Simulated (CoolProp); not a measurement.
Values from CoolProp's reference Helmholtz-energy equation of state, Platzer 1990. This equation is an older, rougher fit; its heat capacities, sound speeds and derivatives of the liquid may be far off and weren't checked against measurements.

Task: Give the vapour pressure (MPa), vapour Z, surface tension (mN/m), liquid viscosity (µPa s) of saturated c-C4F8 (RC318) at 316.1 K.

Result: 
| T (K) | p (MPa) | vapour Z | surface tension (mN/m) | liquid viscosity (µPa s) |
|---|---|---|---|---|
| 316.1 | 0.535 | 0.851 | 6.20 | 279 |

Viscosity comes from a separate model (Huber 2003), an estimate that may be off by 10 % or more. Surface tension comes from a separate correlation (Mulero 2012).
